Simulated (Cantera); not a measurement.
Input: 1 mol C2H5OH, 0.022 mol O2, 0.22 mol N2, at 2325 °C and 13.3 mbar.

Method: chemical equilibrium by Gibbs-energy minimisation in Cantera with the NASA 1993 tables (ideal gas, pure condensed phases). Candidate condensed phases: C, C6H6, C7H8, C8H18, H2O; 136 gas species. Rates play no part.

Base state: H2 0.491, H 0.231, CO 0.216, N2 0.0384, HCN 0.0123, C2H2 (acetylene) 0.00791, HNC 0.00161, CN 0.000383 (mole fractions); condensed: C(graphite).

Task: What changes in the equilibrium state with this change: pressure from 13.3 mbar to 1.30 mbar?

Result: 
```tsv
species	before	after
H	0.231	0.524
H2	0.491	0.246
CO	0.216	0.180
HCN	0.0123	0.00805
N2	0.0384	0.0328
C	4.57e-5	0.000469
C2	1.52e-5	0.000156
C3	0.000162	0.00166
CN	0.000383	0.00113
C2H	0.000326	0.000740
C(graphite), mol	0.804	0.808
```

Task: What changes in the equilibrium state with this change: temperature from 2325 °C to 477 °C?

Result: 
```csv
species,before,after
H2,0.491,0.696
CO,0.216,0.0893
H2O,2.73e-8,0.0753
H,0.231,<1e-9
CO2,1.86e-9,0.0591
HCN,0.0123,4.99e-9
CH4,4.14e-7,0.0206
N2,0.0384,0.0596
C2H2 (acetylene),0.00791,<1e-9
HNC,0.00161,<1e-9
"C(graphite), mol",0.804,1.38
```
